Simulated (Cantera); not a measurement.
What does this Cantera script print?

```python
import numpy as np
import cantera as ct

gas_names = """
    B BH BH2 BH3 BN B2 H H2 N NH NH2 NH3 N2 N2H2 N2H4
""".split()
cond_names = """
    B(b) B(L) BN(s)
""".split()


def load(file, names, dense=False):
    # The tables refer to 1 bar. Condensed volumes are neglected.
    table = {s.name: s for s in ct.Species.list_from_file(file)}
    out = []
    for n in names:
        d = dict(table[n].input_data)
        d["thermo"] = dict(d["thermo"], **{"reference-pressure": 1e5})
        if dense:
            d["equation-of-state"] = {"model": "constant-volume", "density": "1e6 g/cm^3"}
        out.append(ct.Species.from_dict(d))
    return out


gas = ct.Solution(thermo="ideal-gas", species=load("nasa_gas.yaml", gas_names))
cond = {s.name: ct.Solution(thermo="fixed-stoichiometry", species=[s], name=s.name)
        for s in load("nasa_condensed.yaml", cond_names, dense=True)}
atoms = {
    'borazine': {'B': 3, 'N': 3, 'H': 6},
    'NH3': {'N': 1, 'H': 3},
    'N2': {'N': 2},
}
top_T = {'BN(s)': 3200}  # K; cautious upper limits of use, not melting points


def equilibrate(T, P, feed):
    n = {}
    for name, mol in feed.items():
        for a, k in atoms[name].items():
            n[a] = n.get(a, 0.0) + k * mol
    gas.TPX = T, P, n
    mass = sum(n.values()) * gas.mean_molecular_weight
    gas.equilibrate("TP")
    valid = [c for c in cond.values() if c.min_temp <= T <= top_T.get(c.name, c.max_temp)]
    mix = ct.Mixture([(gas, mass / gas.mean_molecular_weight)] + [(c, 0.0) for c in valid])
    mix.T, mix.P = T, P
    mix.equilibrate("TP", solver="vcs", rtol=1e-11, max_steps=5000)
    return mix


results = []
feed = {'borazine': 1, 'NH3': 0.45, 'N2': 0.7}  # mol
T = 1473  # K
P = 7100  # Pa
mix = equilibrate(T, P, feed)
results.append((T, P, feed, dict(zip(mix.species_names, mix.species_moles))))
print(gas.report(threshold=0.001))
for i in range(1, mix.n_phases):
    print(f"{mix.phase(i).name:16s} {mix.phase_moles(i):12.5e} mol")
```

Output:

```
       temperature   1473 K
          pressure   7100 Pa
           density   0.0041994 kg/m^3
  mean mol. weight   7.2437 kg/kmol
   phase of matter   gas

                          1 kg             1 kmol
                     ---------------   ---------------
          enthalpy        4.9514e+06        3.5866e+07  J
   internal energy        3.2606e+06        2.3619e+07  J
           entropy             29975        2.1713e+05  J/K
    Gibbs function       -3.9201e+07       -2.8396e+08  J
 heat capacity c_p            4519.5             32738  J/K
 heat capacity c_v            3371.7             24424  J/K

                      mass frac. Y      mole frac. X     chem. pot. / RT
                     ---------------   ---------------   ---------------
                H2           0.22233           0.79887            -21.42
                N2           0.77766           0.20108           -30.205
     [  +13 minor]        9.5072e-06        4.3969e-05

B(b)              0.00000e+00 mol
BN(s)             3.00000e+00 mol
```

Method: chemical equilibrium by Gibbs-energy minimisation in Cantera with the NASA 1993 tables (ideal gas, pure condensed phases). The feed counts by its element totals alone.
